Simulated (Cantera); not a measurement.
A Cantera script and what it prints.

```python
import numpy as np
import cantera as ct

gas_names = """
    F F2 N NF NF2 NF3 N2 Si SiF SiF2 SiF3 SiF4 SiN Si2 Si2N Si3
""".split()
cond_names = """
    Si(cr) Si(L) Si3N4(a)
""".split()


def load(file, names, dense=False):
    # The tables refer to 1 bar. Condensed volumes are neglected.
    table = {s.name: s for s in ct.Species.list_from_file(file)}
    out = []
    for n in names:
        d = dict(table[n].input_data)
        d["thermo"] = dict(d["thermo"], **{"reference-pressure": 1e5})
        if dense:
            d["equation-of-state"] = {"model": "constant-volume", "density": "1e6 g/cm^3"}
        out.append(ct.Species.from_dict(d))
    return out


gas = ct.Solution(thermo="ideal-gas", species=load("nasa_gas.yaml", gas_names))
cond = {s.name: ct.Solution(thermo="fixed-stoichiometry", species=[s], name=s.name)
        for s in load("nasa_condensed.yaml", cond_names, dense=True)}
atoms = {
    'Si': {'Si': 1},
    'NF3': {'N': 1, 'F': 3},
    'N2': {'N': 2},
}
top_T = {'Si3N4(a)': 2400}  # K; cautious upper limits of use, not melting points


def equilibrate(T, P, feed):
    n = {}
    for name, mol in feed.items():
        for a, k in atoms[name].items():
            n[a] = n.get(a, 0.0) + k * mol
    gas.TPX = T, P, n
    mass = sum(n.values()) * gas.mean_molecular_weight
    gas.equilibrate("TP")
    valid = [c for c in cond.values() if c.min_temp <= T <= top_T.get(c.name, c.max_temp)]
    mix = ct.Mixture([(gas, mass / gas.mean_molecular_weight)] + [(c, 0.0) for c in valid])
    mix.T, mix.P = T, P
    mix.equilibrate("TP", solver="vcs", rtol=1e-11, max_steps=5000)
    return mix


results = []
feed = {'Si': 1, 'NF3': 1.7, 'N2': 4.3}  # mol
T = 925  # K
for P in [1, 6.8, 46, 320, 2200, 15000, 100000]:
    mix = equilibrate(T, P, feed)
    results.append((T, P, feed, dict(zip(mix.species_names, mix.species_moles))))

top = {s: max(r[3][s] / sum(r[3][g] for g in gas_names) for r in results) for s in gas_names}
cols = sorted((s for s in top if top[s] > 1e-06), key=lambda s: -top[s])[:7]
seen = [c for c in cond_names if any(r[3].get(c, 0) > 1e-12 for r in results)]
print("log10 of partial pressures in bar; condensed amounts in mol")
print(f"{'P/Pa':>10s}" + "".join(f"{s[:9]:>10s}" for s in cols + seen))
for T, P, feed, n in results:
    ng = sum(n[g] for g in gas_names)
    print(f"{P:10.4g}" + "".join(f"{np.log10(max(n[s] / ng * P / 1e5, 1e-99)):10.3f}" for s in cols)
          + "".join(f"{n.get(c, 0):10.4g}" for c in seen))
```

Result:

```
log10 of partial pressures in bar; condensed amounts in mol
      P/Pa        N2         F      SiF4        F2       NF3       NF2
         1    -5.148    -5.820    -5.860    -8.926   -15.804   -16.035
       6.8    -4.316    -4.991    -5.027    -7.268   -12.901   -13.961
        46    -3.484    -4.183    -4.195    -5.652   -10.061   -11.929
       320    -2.634    -3.443    -3.346    -4.172    -7.416   -10.024
      2200    -1.786    -2.850    -2.498    -2.986    -5.214    -8.414
   1.5e+04    -0.944    -2.371    -1.655    -2.028    -3.355    -7.035
     1e+05    -0.114    -1.990    -0.821    -1.267    -1.799    -5.859
```

These are equilibrium values from Cantera (NASA tables, ideal gas, pure condensed phases), not measurements of a reactor.
